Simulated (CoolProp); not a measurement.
Properties of nitrogen at several states.

Model: reference Helmholtz-energy equation of state, Span 2000, in CoolProp.

| T (K) | p (MPa) | phase | Z | cv (kJ/(kg K)) | speed of sound (m/s) | viscosity (µPa s) | fugacity coefficient |
|---|---|---|---|---|---|---|---|
| 988.9 | 14.1 | supercritical | … | 0.8725 | 660.9 | … | … |
| 692.6 | 0.12 | gas | 1.000 | 0.7993 | 531.3 | 32.6 | 1.000 |
| 444.7 | 0.0914 | gas | 1.000 | … | … | 24.0 | 1.000 |
| 566.4 | 4.28 | supercritical | 1.019 | … | … | … | 1.018 |

Q: Fill in the missing entries.

A: 
- 988.9, Z: 1.050
- 988.9, viscosity (µPa s): 41.8
- 988.9, fugacity coefficient: 1.051
- 444.7, cv (kJ/(kg K)): 0.7517
- 444.7, speed of sound (m/s): 429.3
- 566.4, cv (kJ/(kg K)): 0.7739
- 566.4, speed of sound (m/s): 494.2
- 566.4, viscosity (µPa s): 28.7

Viscosity comes from a separate model (Lemmon 2004).
